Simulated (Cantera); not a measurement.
## NH3 + H2O + H2 (abatement and gas-phase synthesis)

Input: 1 mol NH3, 5.4 mol H2O, 2.1 mol H2, equilibrated at 1900000 Pa.

Method: chemical equilibrium by Gibbs-energy minimisation in Cantera with the NASA 1993 tables (ideal gas, pure condensed phases). Candidate condensed phases: H2O; 47 gas species. Ions and electrons are included (thermal ionisation). The numbers say what is thermodynamically allowed, not how fast it happens.

```tsv
T (°C)	log p H	log p H2O	log p H2	log p O	log p OH	log p N2	log p O2
2727	-0.38	1.02	0.84	-2.12	-0.69	-0.01	-2.35
3227	0.18	0.94	0.82	-0.91	-0.03	-0.05	-1.20
3727	0.59	0.72	0.78	-0.14	0.30	-0.14	-0.63
4227	0.87	0.28	0.66	0.28	0.34	-0.26	-0.53
4727	1.02	-0.34	0.43	0.49	0.16	-0.37	-0.72
```
log p: log10 of the partial pressure in bar; nothing condenses.

From 2727 °C to 4727 °C nothing is condensed.
